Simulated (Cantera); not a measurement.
A freely propagating, adiabatic, planar premixed flame of C₂H₆ : O₂ : N₂ : H₂O = 1 : 2.5 : 12 : 1.3 (molar parts), unburnt at 400 K and 600000 Pa; mixture-averaged transport, grid criteria slope 0.08 and curve 0.16, no radiation.

Cantera simulation using GRI-Mech 3.0 (53 species, 325 reactions); the numbers are that mechanism's predictions, not measurements. Burning velocities carry a grid error of a few per cent, more on coarse grids.

### Question
What does this change do: inlet temperature 400 to 373 K?

### Answer
```json
[
 {"quantity": "laminar burning velocity", "before": "8.91 cm/s", "after": "7.63 cm/s"},
 {"quantity": "thermal thickness", "before": "0.305 mm", "after": "0.326 mm"},
 {"quantity": "peak x(HCO)", "before": "2.63e-6", "after": "2.38e-6"}
]
```

### Question
What does this change do: N2 12 to 15 parts?

### Answer
```tsv
quantity	before	after
laminar burning velocity	8.91 cm/s	4.98 cm/s
thermal thickness	0.305 mm	0.504 mm
peak x(HCO)	2.63e-6	1.15e-6
```
